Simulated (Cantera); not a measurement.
Input: 1 mol Si3H8, 0.89 mol Cl2, 260 mol N2, held at 7.50 Torr.

Method: chemical equilibrium by Gibbs-energy minimisation in Cantera with the NASA 1993 tables (ideal gas, pure condensed phases). Candidate condensed phases: NH4Cl, Si, Si3N4; 28 gas species. The feed counts by its element totals alone. The numbers say what is thermodynamically allowed, not how fast it happens. All values below are at 1325 °C.

Base state: N2 0.981, H2 0.0125, HCl 0.00527, SiCl2 0.000728, H 5.96e-5, Cl 1.98e-5 (mole fractions); condensed: Si3N4(s).

### Question
What changes in the equilibrium state with this change: Cl2 from 0.89 to 0.009 mol?

### Answer
| species | before | after |
|---|---|---|
| N2 | 0.981 | 0.985 |
| H2 | 0.0125 | 0.0152 |
| HCl | 0.00527 | 6.82e-5 |
| SiCl2 | 0.000728 | 1.00e-7 |
| Cl | 1.98e-5 | 2.33e-7 |
| H | 5.96e-5 | 6.56e-5 |
| Si3N4(s), mol | 0.936 | 1.000 |
